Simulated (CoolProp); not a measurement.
Model: reference Helmholtz-energy equation of state, Eisenbach 2021, in CoolProp.

**Question.** For propylene glycol, give the phase and the Z, expansivity (1/kK), fugacity coefficient at 471.2 K and 8320 kPa; 545.6 K and 8320 kPa; 601.4 K and 8320 kPa.

**Answer.** 
- 471.2 K and 8320 kPa: liquid; Z 0.181, expansivity 1.11, fugacity coefficient 0.0192
- 545.6 K and 8320 kPa: liquid; Z 0.173, expansivity 1.56, fugacity coefficient 0.109
- 601.4 K and 8320 kPa: liquid; Z 0.174, expansivity 2.34, fugacity coefficient 0.271
